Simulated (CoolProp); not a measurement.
Vapour-liquid equilibrium of CH2F2 (R32) (1) + R152A (2) at 267.8 K; x and y are mole fractions of (1).

Values from CoolProp's multi-fluid Helmholtz-energy mixture model, Tillner-Roth 1997 and Outcalt 1996; pair parameters Bell 2016.

Task: Give the bubble pressure and the first vapour's composition at x = 0.05, 0.65, 0.8. Is there an azeotrope?

Result: x = 0.05: 240.2 kPa, y = 0.135; x = 0.65: 515.9 kPa, y = 0.833; x = 0.8: 586.2 kPa, y = 0.913. No azeotrope shows between x = 0.05 and 0.95.

Pair parameters are fitted to limited data, so mixtures are less certain than the pure fluids.
